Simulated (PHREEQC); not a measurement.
Consider water at 25 °C with 0.0039 mol KOH and 0.00028 mol H3BO3 per kg of water. Closed to the air; pH follows from the charge balance.

Equilibrium calculation in PHREEQC: Pitzer model, pitzer.dat.

This is a speciation only: nothing precipitates in the calculation.

Q: Predict the pH, osmotic coefficient.

A: pH 11.53; osmotic coefficient 0.979.
